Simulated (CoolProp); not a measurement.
Vinyl chloride along the isotherm 430 K: Z from the reference equation and from simpler models built on Tc = 425.0 K, pc = 5.600 MPa, ω = 0.160; each cubic takes its own stable root.

The numbers come from the reference Helmholtz-energy equation of state, Thol 2022 in CoolProp.

```json
[
 {"p (MPa)": "0.35", "phase": "gas", "reference": "0.9802"},
 {"p (MPa)": "0.7", "phase": "gas", "reference": "0.9598"},
 {"p (MPa)": "1.05", "phase": "gas", "reference": "0.9386"},
 {"p (MPa)": "1.4", "phase": "gas", "reference": "0.9166"},
 {"p (MPa)": "1.75", "phase": "gas", "reference": "0.8936"},
 {"p (MPa)": "2.1", "phase": "gas", "reference": "0.8695"},
 {"p (MPa)": "2.45", "phase": "gas", "reference": "0.8442"},
 {"p (MPa)": "2.8", "phase": "gas", "reference": "0.8175"}
]
```

Question: How far does each simpler model (Soave-Redlich-Kwong, Peng-Robinson) lie from the reference over these 8 states: mean and median of the absolute difference, and the worst?

Answer: 
- Soave-Redlich-Kwong: mean 0.3 %, median 0.4 %, worst -0.5 % at 430 K and 2.45 MPa
- Peng-Robinson: mean 1.5 %, median 1.5 %, worst -2.6 % at 430 K and 2.8 MPa
